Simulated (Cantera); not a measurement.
Predominance diagram of Cr at 1575 K against the partial pressures of O₂ and N₂ (log10, bar). Source: NASA polynomial tables (part measured, part estimated), evaluated in Cantera. Candidates: Cr(s), CrN(s), Cr₂N(s), Cr₂O₃(s). Only these pure phases compete in this equilibrium. 

Task: Which phase is stable at these pairs, and which metal-bearing vapour leads over it? (-11.8, -10); (-13.1, -5.6); (-14.4, -4.4); (-19.7, -1.1); (-10.5, -3.3); (-21, -7.8); (-3.9, -6.7)

Result: 
```csv
log p(O₂),log p(N₂),phase,chief vapour,log p (bar)
-11.8,-10,Cr₂O₃(s),Cr,-8.8
-13.1,-5.6,Cr₂O₃(s),Cr,-7.8
-14.4,-4.4,Cr₂O₃(s),Cr,-6.8
-19.7,-1.1,Cr(s),Cr,-5.6
-10.5,-3.3,Cr₂O₃(s),Cr,-9.8
-21,-7.8,Cr(s),Cr,-5.6
-3.9,-6.7,Cr₂O₃(s),CrO₂,-8.8
```
